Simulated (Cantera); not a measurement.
Input (Python, Cantera) and output of one run.

```python
import numpy as np
import cantera as ct

gas_names = """
    AL ALH ALN ALO ALOH ALO2 ALO2H AL2 AL2O AL2O2 H HALO HNO HNO2 HNO3 HO2 H2 H2O H2O2 N NH NH2 NH3
    NH2OH NO NO2 NO3 N2 N2H2 N2H4 N2O O OH O2 O3
""".split()
cond_names = """
    AL(cr) AL(L) ALN(s) AL2O3(a) AL2O3(L) H2O(s) H2O(L)
""".split()


# ... load() reads the species with a 1 bar reference pressure and builds the phases ...
atoms = {
    'Al2O3': {'AL': 2, 'O': 3},
    'H2': {'H': 2},
    'NH3': {'N': 1, 'H': 3},
}
top_T = {'ALN(s)': 2750}  # K; cautious upper limits of use, not melting points


# ... equilibrate(T, P, feed) seeds the gas with the atoms and calls Mixture.equilibrate('TP', solver="vcs", rtol=1e-11, max_steps=5000) ...
results = []
feed = {'Al2O3': 1, 'H2': 0.01, 'NH3': 0.043}  # mol
P = 47000  # Pa
for T in [2250, 2275, 2300, 2325, 2350, 2375, 2400, 2425, 2450, 2475]:
    mix = equilibrate(T, P, feed)
    results.append((T, P, feed, dict(zip(mix.species_names, mix.species_moles))))
    x = sorted(zip(gas.X, gas.species_names), reverse=True)
    print(f"T = {T:g} K  P = {P:g} Pa  gas = {mix.phase_moles(0):.4g} mol")
    print("   x: " + "  ".join(f"{s} {v:.3e}" for v, s in x if v > 1e-06))
    print("   condensed (mol): " + ("  ".join(f"{mix.phase(i).name} {mix.phase_moles(i):.4g}"
          for i in range(1, mix.n_phases) if mix.phase_moles(i) > 1e-12) or "none"))
```

Output:

```
T = 2250 K  P = 47000 Pa  gas = 0.09651 mol
   x: H2 7.662e-01  N2 2.228e-01  H 9.482e-03  H2O 9.283e-04  AL 3.247e-04  AL2O 1.810e-04  ALOH 6.022e-05  ALH 3.346e-05  NH3 2.066e-06  OH 1.726e-06  ALO 1.663e-06
   condensed (mol): AL2O3(a) 1
T = 2275 K  P = 47000 Pa  gas = 0.09659 mol
   x: H2 7.647e-01  N2 2.226e-01  H 1.083e-02  H2O 1.113e-03  AL 3.853e-04  AL2O 2.215e-04  ALOH 7.341e-05  ALH 3.800e-05  OH 2.454e-06  ALO 2.359e-06  NH3 1.994e-06
   condensed (mol): AL2O3(a) 1
T = 2300 K  P = 47000 Pa  gas = 0.09667 mol
   x: H2 7.631e-01  N2 2.224e-01  H 1.233e-02  H2O 1.329e-03  AL 4.553e-04  AL2O 2.697e-04  ALOH 8.906e-05  ALH 4.302e-05  OH 3.462e-06  ALO 3.319e-06  NH3 1.926e-06
   condensed (mol): AL2O3(a) 0.9999
T = 2325 K  P = 47000 Pa  gas = 0.09677 mol
   x: H2 7.612e-01  N2 2.222e-01  H 1.400e-02  H2O 1.581e-03  AL 5.359e-04  AL2O 3.268e-04  ALOH 1.075e-04  ALH 4.854e-05  OH 4.849e-06  ALO 4.635e-06  NH3 1.860e-06
   condensed (mol): AL2O3(a) 0.9999
T = 2350 K  P = 47000 Pa  gas = 0.09688 mol
   x: H2 7.592e-01  N2 2.219e-01  H 1.585e-02  H2O 1.845e-03  AL 6.247e-04  AL2O 3.838e-04  ALOH 1.266e-04  ALH 5.428e-05  OH 6.641e-06  ALO 6.294e-06  NH3 1.796e-06  ALO2H 1.231e-06
   condensed (mol): AL2O3(L) 0.9999
T = 2375 K  P = 47000 Pa  gas = 0.09699 mol
   x: H2 7.569e-01  N2 2.217e-01  H 1.790e-02  H2O 2.143e-03  AL 7.253e-04  AL2O 4.478e-04  ALOH 1.482e-04  ALH 6.050e-05  OH 9.021e-06  ALO 8.472e-06  NH3 1.736e-06  ALO2H 1.660e-06
   condensed (mol): AL2O3(L) 0.9999
T = 2400 K  P = 47000 Pa  gas = 0.09712 mol
   x: H2 7.544e-01  N2 2.214e-01  H 2.015e-02  H2O 2.479e-03  AL 8.391e-04  AL2O 5.204e-04  ALOH 1.728e-04  ALH 6.724e-05  OH 1.217e-05  ALO 1.133e-05  ALO2H 2.222e-06  NH3 1.677e-06
   condensed (mol): AL2O3(L) 0.9999
T = 2425 K  P = 47000 Pa  gas = 0.09727 mol
   x: H2 7.516e-01  N2 2.210e-01  H 2.263e-02  H2O 2.858e-03  AL 9.676e-04  AL2O 6.023e-04  ALOH 2.007e-04  ALH 7.453e-05  OH 1.631e-05  ALO 1.505e-05  ALO2H 2.954e-06  NH3 1.621e-06
   condensed (mol): AL2O3(L) 0.9999
T = 2450 K  P = 47000 Pa  gas = 0.09743 mol
   x: H2 7.485e-01  N2 2.207e-01  H 2.535e-02  H2O 3.282e-03  AL 1.112e-03  AL2O 6.944e-04  ALOH 2.322e-04  ALH 8.238e-05  OH 2.173e-05  ALO 1.987e-05  ALO2H 3.901e-06  NH3 1.566e-06
   condensed (mol): AL2O3(L) 0.9999
T = 2475 K  P = 47000 Pa  gas = 0.09761 mol
   x: H2 7.451e-01  N2 2.203e-01  H 2.833e-02  H2O 3.757e-03  AL 1.274e-03  AL2O 7.977e-04  ALOH 2.676e-04  ALH 9.082e-05  OH 2.876e-05  ALO 2.608e-05  ALO2H 5.119e-06  NH3 1.513e-06
   condensed (mol): AL2O3(L) 0.9998
```

Cantera equilibrium calculation (NASA polynomials, part measured and part estimated; ideal gas, pure solids and liquids). The tables' values for AlOH are old estimates; treat these amounts as uncertain.
